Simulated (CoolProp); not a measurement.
Vapour-liquid equilibrium of R114 (1) + n-hexane (2) at 315.8 K; x and y are mole fractions of (1).

Model: multi-fluid Helmholtz-energy mixture model, Platzer 1990 and Thol 2019; pair parameters Bell 2016, in CoolProp. This equation is an older, rougher fit; its heat capacities, sound speeds and derivatives of the liquid may be far off and weren't checked against measurements.

| x | bubble pressure, mixture model (bar) | bubble pressure, Raoult's law (bar) | y, mixture model | y, Raoult's law |
|---|---|---|---|---|
| 0.05 | 0.6771 | 0.5743 | ? | 0.318 |
| 0.15 | ? | 0.8980 | 0.678 | 0.610 |
| 0.25 | ? | 1.222 | 0.780 | 0.747 |
| 0.35 | 1.875 | 1.545 | 0.835 | 0.827 |
| 0.45 | 2.172 | 1.869 | 0.872 | 0.879 |
| 0.55 | ? | 2.193 | 0.900 | 0.915 |
| 0.65 | 2.697 | 2.517 | 0.923 | 0.943 |
| 0.75 | 2.951 | 2.840 | 0.944 | 0.964 |
| 0.85 | 3.215 | 3.164 | 0.965 | 0.980 |
| 0.95 | 3.498 | 3.488 | 0.988 | 0.994 |

**Question.** What belongs in the gaps?

**Answer.** 
- 0.05, y, mixture model: 0.412
- 0.15, bubble pressure, mixture model (bar): 1.144
- 0.25, bubble pressure, mixture model (bar): 1.538
- 0.55, bubble pressure, mixture model (bar): 2.441

The largest gap from Raoult's law is +27.4 % in bubble pressure, at x = 0.15. No azeotrope shows between x = 0.05 and 0.95.

The pair parameters rest on a limited set of measurements; away from them the model extrapolates.
